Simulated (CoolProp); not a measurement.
Vapour-liquid equilibrium of carbon dioxide (1) + R227EA (2) at 240.4 K; x and y are mole fractions of (1).

Values from CoolProp's multi-fluid Helmholtz-energy mixture model, Span 1996 and Lemmon 2016; pair parameters Bell 2016.

| x | bubble pressure, mixture model (MPa) | bubble pressure, Raoult's law (MPa) | y, mixture model | y, Raoult's law |
|---|---|---|---|---|
| 0.05 | 0.1037 | 0.1097 | 0.558 | 0.593 |
| 0.2 | 0.2795 | 0.2977 | 0.852 | 0.874 |
| 0.35 | 0.4569 | 0.4857 | 0.921 | 0.937 |
| 0.5 | 0.6339 | 0.6737 | 0.952 | 0.965 |
| 0.65 | 0.8156 | 0.8617 | 0.971 | 0.981 |
| 0.8 | 1.011 | 1.050 | 0.986 | 0.991 |
| 0.95 | 1.226 | 1.238 | 0.997 | 0.998 |

The largest gap from Raoult's law is -6.1 % in bubble pressure, at x = 0.2. No azeotrope shows between x = 0.05 and 0.95.

The pair parameters rest on a limited set of measurements; away from them the model extrapolates.
